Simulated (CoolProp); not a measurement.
The numbers come from the reference Helmholtz-energy equation of state, Lemmon 2006 in CoolProp. It is a short technical equation, of lower accuracy than the large ones.

Q: For hydrogen sulfide, give the phase and the cv (kJ/(kg K)), expansivity (1/kK) at 223.1 K and 4.11 MPa; 266.3 K and 4.11 MPa; 272.5 K and 4.11 MPa.

A: 
- 223.1 K and 4.11 MPa: liquid; cv 1.20, expansivity 1.89
- 266.3 K and 4.11 MPa: liquid; cv 1.12, expansivity 2.41
- 272.5 K and 4.11 MPa: liquid; cv 1.11, expansivity 2.53
